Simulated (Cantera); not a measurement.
A Cantera script and what it prints.

```python
import numpy as np
import cantera as ct

gas_names = """
    H HNO HNO2 HNO3 HO2 H2 H2O H2O2 H2S H2SO4 N NH NH2 NH3 NH2OH NO NO2 NO3 N2 N2H2 N2H4 N2O O OH O2 O3
    S SH SN SO SO2 SO3 S2 S2O S8
""".split()
cond_names = """
    H2O(s) H2O(L) H2SO4(L) S(cr1) S(cr2) S(L)
""".split()


# ... load() reads the species with a 1 bar reference pressure and builds the phases ...
atoms = {
    'SO2': {'S': 1, 'O': 2},
    'H2O': {'H': 2, 'O': 1},
    'N2': {'N': 2},
}
top_T = {}  # K; cautious upper limits of use, not melting points


# ... equilibrate(T, P, feed) seeds the gas with the atoms and calls Mixture.equilibrate('TP', solver="vcs", rtol=1e-11, max_steps=5000) ...
results = []
feed = {'SO2': 1, 'H2O': 9, 'N2': 1.3}  # mol
T = 1723.15  # K
P = 15000  # Pa
mix = equilibrate(T, P, feed)
results.append((T, P, feed, dict(zip(mix.species_names, mix.species_moles))))
x = sorted(zip(gas.X, gas.species_names), reverse=True)
print(f"T = {T:g} K  P = {P:g} Pa  gas = {mix.phase_moles(0):.4g} mol")
print("   x: " + "  ".join(f"{s} {v:.3e}" for v, s in x if v > 0.0001))
print("   condensed (mol): " + ("  ".join(f"{mix.phase(i).name} {mix.phase_moles(i):.4g}"
      for i in range(1, mix.n_phases) if mix.phase_moles(i) > 1e-12) or "none"))
```

Result:

```
T = 1723.15 K  P = 15000 Pa  gas = 11.31 mol
   x: H2O 7.935e-01  N2 1.149e-01  SO2 8.832e-02  H2 1.850e-03  O2 7.975e-04  OH 4.770e-04
   condensed (mol): none
```

Method: chemical equilibrium by Gibbs-energy minimisation in Cantera with the NASA 1993 tables (ideal gas, pure condensed phases).
